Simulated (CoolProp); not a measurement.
Dodecamethylcyclohexasiloxane (D6) at several states: density (kg/m³) from the reference equation and from simpler models built on Tc = 645.8 K, pc = 9.614 bar, ω = 0.736; each cubic takes its own stable root.

Values from CoolProp's reference Helmholtz-energy equation of state, Colonna 2008. It is a short technical equation, of lower accuracy than the large ones.

```json
[
 {"T (K)": "433.2", "p (bar)": "49.9", "phase": "liquid", "reference": "(withheld)", "Redlich-Kwong": "(withheld)", "Soave-Redlich-Kwong": "(withheld)"},
 {"T (K)": "390.2", "p (bar)": "5.3", "phase": "liquid", "reference": "(withheld)", "Redlich-Kwong": "(withheld)", "Soave-Redlich-Kwong": "(withheld)"},
 {"T (K)": "321", "p (bar)": "5.56", "phase": "liquid", "reference": "944.6", "Redlich-Kwong": "(withheld)", "Soave-Redlich-Kwong": "(withheld)"}
]
```

Q: Some entries are withheld; supply them.

A: 
- 433.2, reference: 839.5
- 433.2, Redlich-Kwong: 728.6
- 433.2, Soave-Redlich-Kwong: 773.5
- 390.2, reference: 867.9
- 390.2, Redlich-Kwong: 725.2
- 390.2, Soave-Redlich-Kwong: 786.0
- 321, Redlich-Kwong: 779.8
- 321, Soave-Redlich-Kwong: 828.2
